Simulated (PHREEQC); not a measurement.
A column of 0.5 m (30 cells, dispersivity 0.018 m, 720 s a shift, diffusion coefficient 3e-10 m²/s) holds 0.0088 eq of the database's cation exchanger X per kg of pore water, first in equilibrium with 0.47 mmol/kgw KBr and 0.01 mmol/kgw HCl. It is flushed with 0.015 mol/kgw KCl, 0.0007 mol/kgw PbCl2 and 1e-05 mol/kgw HCl, at 25 °C. Values are for the last cell. No CO2 enters from the air. No solid was allowed to form.

The series has 31 steps of pore volumes, from 0 to 4.017.

All values are PHREEQC results (ion-association model, phreeqc.dat), not measurements.

Task: After how many pore volumes does Pb at the outlet first reach half of its feed value?

Result: By 3.4 pore volumes.
